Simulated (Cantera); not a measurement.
Charge: 1 mol CsCl, 280 mol N2, equilibrated at 1173.15 K and 1.00 bar.

Equilibrium computed with Cantera from the NASA thermochemical tables; the gas is ideal and each condensed phase is pure. Candidate condensed phases: Cs, CsCl; 8 gas species. Kinetics and transport are ignored.

Base state: N2 0.997, CsCl 0.00298, Cs2Cl2 0.000289 (mole fractions); condensed: gas only.

Q: What changes in the equilibrium state with this change: CsCl replaced by CaF2?

A: 
```csv
species,before,after
N2,0.997,1.00
CsCl,0.00298,0
Cs2Cl2,0.000289,0
"CaF2(s), mol",0,1.00
```
Further candidate phases: Ca, CaF2.
